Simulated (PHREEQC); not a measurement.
PHREEQC input (ion-association model, phreeqc.dat):

```
SOLUTION 0
  temp 25
  units mmol/kgw
  pH 7 charge
  S(6) 28
  Na 56
  Br 4.2
  K 4.2
  Cl 0.01
  O(0) 1 O2(g) -0.68
SOLUTION 1-40
  temp 25
  units mmol/kgw
  pH 7 charge
  S(6) 24
  Mg 24
  Cl 0.01
  O(0) 1 O2(g) -0.68
END
EXCHANGE 1-40
  X 0.027
  -equilibrate 1
END
SELECTED_OUTPUT 1
  -reset false
  -pH true
  -pe true
  -ionic_strength true
  -water true
  -step true
  -totals Br Cl K Mg Na S S(-2) S(6)
  -molalities KX MgX2 NaX
  -saturation_indices Halite Sylvite
PRINT
  -reset false
TRANSPORT
  -cells 40
  -shifts 120
  -lengths 0.0125
  -time_step 3600
  -dispersivities 0.018
  -boundary_conditions flux flux
  -correct_disp true
  -punch_cells 40
  -punch_frequency 4
END
```

Selected output (columns that matter, 12 of 31 rows; pore volumes added in front):

```
pore volumes	pH	mu	Br	K	Mg	Na	S	m_KX	m_MgX2	m_NaX	si_Halite	si_Sylvite
0	5.2862	0.056923	0	0	0.024	0	0.024	0	0.0135	0	-1000	-1000
0.3125	5.2862	0.056923	8.8604e-09	5.0231e-13	0.024	1.4814e-08	0.024	2.7367e-13	0.0135	1.629e-09	-14.594	-18.406
0.5125	5.2865	0.057026	3.1471e-05	9.6044e-08	0.023981	0.00012967	0.02403	5.2341e-08	0.013493	1.4264e-05	-10.652	-13.125
0.8125	5.3006	0.060817	0.0010883	3.3764e-05	0.021814	0.0075	0.025037	1.914e-05	0.013061	0.00085881	-8.8951	-10.585
1.1125	5.3331	0.069254	0.0029523	0.00027021	0.015083	0.026139	0.026812	0.00017753	0.011673	0.0034756	-8.3642	-9.6944
1.4125	5.356	0.075356	0.0038803	0.00069056	0.009235	0.040111	0.027696	0.00054429	0.010024	0.0064072	-8.1858	-9.2958
1.6125	5.3643	0.077518	0.0040892	0.0010062	0.0067843	0.045303	0.027894	0.00088236	0.0090309	0.0080558	-8.1356	-9.1354
1.9125	5.3711	0.079227	0.0041804	0.0014845	0.0045675	0.049523	0.027981	0.0014769	0.007764	0.009995	-8.099	-8.969
2.2125	5.3748	0.080111	0.0041969	0.0019388	0.0033022	0.051648	0.027997	0.0021157	0.0067242	0.011436	-8.0819	-8.8543
2.5125	5.377	0.080649	0.0041995	0.002345	0.0025085	0.052837	0.028	0.0027436	0.0058559	0.012545	-8.0727	-8.7725
2.7125	5.3781	0.080905	0.0041999	0.0025825	0.0021281	0.053361	0.028	0.003138	0.0053517	0.013159	-8.0687	-8.7309
3.0125	5.3793	0.081197	0.0042	0.002887	0.0016958	0.053921	0.028	0.0036796	0.0046859	0.013949	-8.0645	-8.683
```
